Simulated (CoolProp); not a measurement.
A single-stage vapour-compression cycle with R1224YDZ: evaporating at 274.15 K (dew point), condensing at 306.15 K (bubble point), superheat 0 K, subcooling 5 K, compressor efficiency 0.8, no pressure losses. Each further row changes one setting.

The numbers come from the reference Helmholtz-energy equation of state, Akasaka 2023 in CoolProp.

```csv
case,cooling COP,pressure ratio,discharge temperature (K),refrigerating effect (kJ/kg),volumetric capacity (kJ/m³)
as stated,[?],3.38,309.0,145,564
evaporating temperature 279.15 K,7.69,[?],[?],149,704
condensing temperature 301.15 K,7.58,[?],[?],151,586
subcooling 10 K,6.50,3.38,309.0,151,586
superheat 10 K,[?],3.38,319.2,153,[?]
compressor efficiency 0.7,5.47,3.38,[?],145,564
```

### Question
Complete the blanks.

### Answer

- as stated, cooling COP: 6.25
- evaporating temperature 279.15 K, pressure ratio: 2.73
- evaporating temperature 279.15 K, discharge temperature (K): 308.2
- condensing temperature 301.15 K, pressure ratio: 2.85
- condensing temperature 301.15 K, discharge temperature (K): 304.0
- superheat 10 K, cooling COP: 6.30
- superheat 10 K, volumetric capacity (kJ/m³): 569
- compressor efficiency 0.7, discharge temperature (K): 312.9
